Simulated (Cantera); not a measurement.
Input: 1 mol SiCl4, 1.7 mol HCl, 9.6 mol H2, equilibrated at 0.100 bar.

Equilibrium computed with Cantera from the NASA thermochemical tables; the gas is ideal and each condensed phase is pure. Candidate condensed phases: Si; 19 gas species. The tables' values for SiCl3, SiCl are old estimates; treat these amounts as uncertain. Equilibrium is a limit: real reactors are often held back by kinetics, nucleation or transport. All values below are at 1500 °C.

Base state: H2 0.650, HCl 0.273, SiCl2 0.0703, SiCl3 0.00429, H 0.000726, SiCl4 0.000445, SiHCl3 0.000248, Cl 0.000234 (mole fractions); condensed: gas only.

Question: What changes in the equilibrium state with this change: 0.087 mol NH3 added?

Answer: 
| species | before | after |
|---|---|---|
| H2 | 0.650 | 0.652 |
| HCl | 0.273 | 0.270 |
| SiCl2 | 0.0703 | 0.0695 |
| N2 | 0 | 0.00324 |
| SiCl4 | 0.000445 | 0.000427 |
| SiCl3 | 0.00429 | 0.00418 |
| SiHCl3 | 0.000248 | 0.000242 |
Further candidate phases: NH4Cl, Si3N4.
